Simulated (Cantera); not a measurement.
An isothermal, constant-pressure homogeneous reactor starts with 25.6 % C2H6, 74.4 % N2, at 1698 K and 0.0132 atm.

Computed with Cantera and GRI-Mech 3.0 (53 species, 325 reactions). GRI-Mech 3.0 stops at C3 and has no aromatics, soot or wall deposition, so with more carbon than oxygen in the feed, carbon stays in small species such as C2H2 where larger ones or solid carbon would form. Radical loss at walls, strong at low pressure, is not modelled.

x: mole fraction; the columns are a selection and need not sum to one.

```json
[
 {"t (s)": "0.000400", "x C2H6": "0.0738", "x C2H": "(withheld)", "x CH4": "0.0448", "x H2": "0.0792", "x C2H4": "0.0771", "x CH3": "0.0590", "x HCN": "7.87e-7"},
 {"t (s)": "0.000848", "x C2H6": "0.0107", "x C2H": "(withheld)", "x CH4": "0.0796", "x H2": "0.144", "x C2H4": "0.0866", "x CH3": "0.0331", "x HCN": "1.69e-6"},
 {"t (s)": "0.00180", "x C2H6": "0.000847", "x C2H": "(withheld)", "x CH4": "0.0826", "x H2": "0.196", "x C2H4": "0.0535", "x CH3": "0.0112", "x HCN": "2.26e-6"},
 {"t (s)": "0.00381", "x C2H6": "0.000167", "x C2H": "(withheld)", "x CH4": "0.0776", "x H2": "0.225", "x C2H4": "0.0294", "x CH3": "0.00484", "x HCN": "2.40e-6"},
 {"t (s)": "0.00808", "x C2H6": "6.00e-5", "x C2H": "(withheld)", "x CH4": "0.0731", "x H2": "0.242", "x C2H4": "0.0143", "x CH3": "0.00267", "x HCN": "2.44e-6"},
 {"t (s)": "0.0171", "x C2H6": "2.97e-5", "x C2H": "(withheld)", "x CH4": "0.0688", "x H2": "0.254", "x C2H4": "0.00540", "x CH3": "0.00179", "x HCN": "2.46e-6"},
 {"t (s)": "0.0363", "x C2H6": "1.98e-5", "x C2H": "9.24e-7", "x CH4": "0.0635", "x H2": "0.263", "x C2H4": "0.00165", "x CH3": "0.00143", "x HCN": "2.49e-6"},
 {"t (s)": "0.0770", "x C2H6": "1.50e-5", "x C2H": "9.40e-7", "x CH4": "0.0555", "x H2": "0.273", "x C2H4": "0.000852", "x CH3": "0.00125", "x HCN": "2.56e-6"},
 {"t (s)": "0.163", "x C2H6": "9.81e-6", "x C2H": "1.01e-6", "x CH4": "0.0434", "x H2": "0.287", "x C2H4": "0.000537", "x CH3": "0.00102", "x HCN": "2.70e-6"},
 {"t (s)": "0.346", "x C2H6": "4.83e-6", "x C2H": "(withheld)", "x CH4": "0.0285", "x H2": "0.305", "x C2H4": "0.000265", "x CH3": "0.000737", "x HCN": "3.00e-6"},
 {"t (s)": "0.734", "x C2H6": "1.64e-6", "x C2H": "(withheld)", "x CH4": "0.0149", "x H2": "0.321", "x C2H4": "0.000108", "x CH3": "0.000448", "x HCN": "3.59e-6"},
 {"t (s)": "1.56", "x C2H6": "3.66e-7", "x C2H": "(withheld)", "x CH4": "0.00617", "x H2": "0.331", "x C2H4": "5.18e-5", "x CH3": "0.000224", "x HCN": "4.64e-6"},
 {"t (s)": "3.30", "x C2H6": "5.97e-8", "x C2H": "1.92e-6", "x CH4": "0.00227", "x H2": "0.336", "x C2H4": "3.96e-5", "x CH3": "9.47e-5", "x HCN": "6.20e-6"},
 {"t (s)": "7.00", "x C2H6": "9.86e-9", "x C2H": "2.01e-6", "x CH4": "0.000893", "x H2": "0.337", "x C2H4": "3.77e-5", "x CH3": "3.89e-5", "x HCN": "8.00e-6"}
]
```

### Question
What belongs in the gaps?

### Answer

- 0.000400, x C2H: 1.11e-6
- 0.000848, x C2H: 4.20e-6
- 0.00180, x C2H: 3.60e-6
- 0.00381, x C2H: 2.11e-6
- 0.00808, x C2H: 1.38e-6
- 0.0171, x C2H: 1.04e-6
- 0.346, x C2H: 1.14e-6
- 0.734, x C2H: 1.35e-6
- 1.56, x C2H: 1.66e-6
